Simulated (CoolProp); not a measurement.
Values from CoolProp's reference Helmholtz-energy equation of state, Akasaka 2019.

Give the vapour pressure (bar), liquid density (kg/m³), vapour density (kg/m³), enthalpy of vaporisation (kJ/kg) of saturated R1234ze(Z) at 294.2, 336.1 K.


```csv
T (K),p (bar),liquid density (kg/m³),vapour density (kg/m³),enthalpy of vaporisation (kJ/kg)
294.2,1.55,1230,7.72,209
336.1,5.59,1110,27.1,180
```
